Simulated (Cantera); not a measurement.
Feed: 1 mol C2H6, 0.057 mol NH3, equilibrated at 2975 K and 0.900 Torr.

Equilibrium computed with Cantera from the NASA thermochemical tables; the gas is ideal and each condensed phase is pure. Candidate condensed phases: C, C6H6, C7H8, C8H18; 92 gas species. Equilibrium is a limit: real reactors are often held back by kinetics, nucleation or transport.

Base state: H 0.835, C3 0.0778, H2 0.0392, C 0.0243, C2 0.0107, C2H 0.00428, CN 0.00274, N2 0.00212 (mole fractions); condensed: gas only.

**Question.** What changes in the equilibrium state with this change: pressure from 0.900 Torr to 10.0 Torr?

**Answer.** 
| species | before | after |
|---|---|---|
| H | 0.835 | 0.667 |
| H2 | 0.0392 | 0.278 |
| C3 | 0.0778 | 0.0179 |
| C2H2 (acetylene) | 0.00121 | 0.0161 |
| C | 0.0243 | 0.00299 |
| C2 | 0.0107 | 0.00181 |
| C4H2 | 1.56e-5 | 0.000387 |
| C2H2 (vinylidene) | 3.61e-6 | 4.78e-5 |
| CH2 | 1.81e-6 | 1.75e-5 |
| C(graphite), mol | 0 | 1.44 |
